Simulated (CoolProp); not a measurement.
A single-stage vapour-compression cycle with n-perfluoropentane: evaporating at 258.15 K (dew point), condensing at 298.15 K (bubble point), superheat 5 K, subcooling 2 K, compressor efficiency 0.6, no pressure losses. Each further row changes one setting.

Values from CoolProp's reference Helmholtz-energy equation of state, Gao 2022.

| case | cooling COP | pressure ratio | discharge temperature (K) | refrigerating effect (kJ/kg) | volumetric capacity (kJ/m³) |
|---|---|---|---|---|---|
| as stated | 3.01 | 6.13 | 298.1 | 68.1 | 128 |
| evaporating temperature 263.15 K | 3.66 | 4.71 | 298.1 | 71.7 | 172 |
| condensing temperature 293.15 K | 3.62 | 5.05 | 293.1 | 73.3 | 137 |
| subcooling 7 K | 3.25 | 6.13 | 298.1 | 73.3 | 137 |
| superheat 15 K | 3.15 | 6.13 | 304.9 | 75.6 | 136 |
| compressor efficiency 0.5 | 2.51 | 6.13 | 299.5 | 68.1 | 128 |

The compression ends wet for: as stated; evaporating temperature 263.15 K; condensing temperature 293.15 K; subcooling 7 K.
